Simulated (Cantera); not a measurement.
An adiabatic, constant-volume homogeneous reactor starts with CH₃OH : O₂ : N₂ : H₂O = 1 : 1.36 : 7.77 : 2.1 (molar parts), equivalence ratio 1.1, at 1700 K and 0.700 bar.

Cantera simulation using GRI-Mech 3.0 (53 species, 325 reactions); the numbers are that mechanism's predictions, not measurements. GRI-Mech 3.0 was tuned for natural gas; its chemistry of methanol as a main component is partial and can be far from experiment.

One state of this run: T (K) = 2635; P (bar) = 1.17; x CH₃OH = <1e-12; x O₂ = 0.0109; x H₂O = 0.272; x CO = 0.0296; x CH₂CO = <1e-12; x C₂H₄ = <1e-12; x NO₂ = 1.09e-6. x: mole fraction; the columns are a selection and need not sum to one.

Problem. Which value of t (s) does it belong to?
(A) 0.000474
(B) 1.00
(C) 5.32e-5
(D) 2.00e-6

Solution. B, 1.00
